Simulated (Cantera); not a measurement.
Feed: 1 mol C2F6, a varied amount of F2, 1.8 mol HCl, at 852 °C and 233 Torr.

Equilibrium computed with Cantera from the NASA thermochemical tables; the gas is ideal and each condensed phase is pure. Candidate condensed phases: C, C6H6, C7H8, C8H18; 118 gas species. The feed counts by its element totals alone. Gases not in the tables: C2F6 and larger saturated fluorocarbons. Equilibrium is a limit: real reactors are often held back by kinetics, nucleation or transport.

log p: log10 of the partial pressure in bar; n: condensed amount in mol.

```json
[
 {"n(F2) (mol)": "0.081", "log p CF4": "-0.94", "log p HF": "-1.15", "log p HCl": "-1.05", "log p Cl2": "-1.50", "log p CClF3": "-2.24", "n C(graphite)": "0.640"},
 {"n(F2) (mol)": "0.38", "log p CF4": "-0.92", "log p HF": "-1.17", "log p HCl": "-1.08", "log p Cl2": "-1.51", "log p CClF3": "-2.23", "n C(graphite)": "0.493"},
 {"n(F2) (mol)": "0.69", "log p CF4": "-0.89", "log p HF": "-1.18", "log p HCl": "-1.10", "log p Cl2": "-1.53", "log p CClF3": "-2.22", "n C(graphite)": "0.340"},
 {"n(F2) (mol)": "0.99", "log p CF4": "-0.87", "log p HF": "-1.19", "log p HCl": "-1.12", "log p Cl2": "-1.54", "log p CClF3": "-2.21", "n C(graphite)": "[?]"},
 {"n(F2) (mol)": "1.3", "log p CF4": "-0.85", "log p HF": "-1.20", "log p HCl": "-1.15", "log p Cl2": "-1.55", "log p CClF3": "-2.20", "n C(graphite)": "0.0384"},
 {"n(F2) (mol)": "1.6", "log p CF4": "-0.86", "log p HF": "[?]", "log p HCl": "[?]", "log p Cl2": "[?]", "log p CClF3": "[?]", "n C(graphite)": "0"},
 {"n(F2) (mol)": "1.9", "log p CF4": "-0.88", "log p HF": "-0.93", "log p HCl": "-3.91", "log p Cl2": "-1.23", "log p CClF3": "-5.26", "n C(graphite)": "0"}
]
```

What belongs in the gaps?


- 0.99, n C(graphite): 0.192
- 1.6, log p HF: -1.06
- 1.6, log p HCl: -1.40
- 1.6, log p Cl2: -1.38
- 1.6, log p CClF3: -2.60
